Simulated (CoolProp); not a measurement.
Vapour-liquid equilibrium of R21 (1) + methanol (2) at 415.8 K; x and y are mole fractions of (1).

The numbers come from the multi-fluid Helmholtz-energy mixture model, Platzer 1990 and de Reuck 1993; pair parameters Bell 2016 in CoolProp. This equation is an older, rougher fit; its heat capacities, sound speeds and derivatives of the liquid may be far off and weren't checked against measurements.

### Question
Give the bubble pressure and the first vapour's composition at x = 0.35, 0.5, 0.65. Is there an azeotrope?

### Answer
x = 0.35: 2.718 MPa, y = 0.555; x = 0.5: 2.829 MPa, y = 0.600; x = 0.65: 2.927 MPa, y = 0.682. y crosses x between x = 0.8 and 0.95: the model has an azeotrope there.

Pair parameters are fitted to limited data, so mixtures are less certain than the pure fluids. With so large a gap from Raoult's law the liquid may split in two, which this calculation doesn't test in full.
